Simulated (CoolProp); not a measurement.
Vapour-liquid equilibrium of CH2F2 (R32) (1) + R123 (2) at 427 kPa; x and y are mole fractions of (1).

Model: multi-fluid Helmholtz-energy mixture model, Tillner-Roth 1997 and Younglove 1994; pair parameters Bell 2016, in CoolProp.

```tsv
x	bubble temperature (K)	y at the bubble point	dew temperature at overall composition x (K)	liquid density (mol/L)
0.05	330.0	0.387	345.8	9.245
0.125	309.3	0.691	?	10.03
0.2	295.1	0.824	339.3	10.74
0.275	285.4	0.887	335.8	11.44
0.35	278.6	?	332.0	12.13
0.425	273.6	0.941	327.9	12.86
0.5	269.8	0.955	?	13.63
0.575	266.8	?	318.4	14.46
0.65	264.3	0.972	312.8	15.37
0.725	?	0.978	306.2	16.39
0.8	259.9	0.984	?	17.53
0.875	257.9	0.990	287.5	18.83
0.95	?	0.996	?	20.32
```

### Question
Some entries are withheld; supply them.

### Answer

- 0.125, dew temperature at overall composition x (K): 342.7
- 0.35, y at the bubble point: 0.921
- 0.5, dew temperature at overall composition x (K): 323.4
- 0.575, y at the bubble point: 0.964
- 0.725, bubble temperature (K): 262.0
- 0.8, dew temperature at overall composition x (K): 298.1
- 0.95, bubble temperature (K): 255.9
- 0.95, dew temperature at overall composition x (K): 271.2

No azeotrope shows between x = 0.05 and 0.95.

The pair parameters rest on a limited set of measurements; away from them the model extrapolates. The gap from Raoult's law changes sign with composition, which may be real or a fault of the pair parameters; it wasn't checked against measurements.
